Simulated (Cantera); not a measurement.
An isothermal, constant-pressure homogeneous reactor starts with 4.35 % CH4, 95.7 % H2, at 1450 K and 825 Torr.

Model: GRI-Mech 3.0 (53 species, 325 reactions), integrated in Cantera. GRI-Mech 3.0 stops at C3 and has no aromatics, soot or wall deposition, so with more carbon than oxygen in the feed, carbon stays in small species such as C2H2 where larger ones or solid carbon would form.

x: mole fraction; the columns are a selection and need not sum to one.

```
t (s)      x CH4   x H2    x C2H6    x C2H2     x C2H      x H    x CH3
--------  ------  -----  --------  --------  --------  -------  -------
6.00e-5   0.0435  0.957  1.31e-10    <1e-12    <1e-12        …  4.53e-7
0.000147  0.0435  0.957   1.89e-9    <1e-12    <1e-12        …  1.10e-6
0.000361  0.0435  0.957   2.59e-8  2.38e-12    <1e-12        …  2.61e-6
0.000886  0.0435  0.957   2.72e-7  1.64e-10    <1e-12        …  5.29e-6
0.00217   0.0435  0.957   1.27e-6   8.61e-9    <1e-12  7.93e-6  7.25e-6
0.00533   0.0435  0.957   2.12e-6   1.75e-7    <1e-12  8.30e-6  7.59e-6
0.0131    0.0434  0.957   2.27e-6   1.64e-6    <1e-12  8.33e-6  7.61e-6
0.0321    0.0434  0.957   2.36e-6   9.58e-6    <1e-12  8.35e-6  7.62e-6
0.0788    0.0433  0.957   2.51e-6   3.86e-5    <1e-12  8.38e-6  7.63e-6
0.193     0.0431  0.957   2.77e-6  0.000113  1.36e-12  8.43e-6  7.64e-6
0.474     0.0426  0.957   3.28e-6  0.000265  3.23e-12  8.54e-6  7.65e-6
1.16      0.0419  0.957   4.09e-6  0.000499  6.20e-12  8.71e-6  7.67e-6
2.85      0.0413  0.958   4.76e-6  0.000689  8.71e-12  8.85e-6  7.69e-6
7.00      0.0412  0.958   4.90e-6  0.000729  9.24e-12  8.88e-6  7.69e-6
```

Task: Some entries are withheld; supply them.

Result: 
- 6.00e-5, x H: 4.94e-7
- 0.000147, x H: 1.21e-6
- 0.000361, x H: 2.85e-6
- 0.000886, x H: 5.78e-6
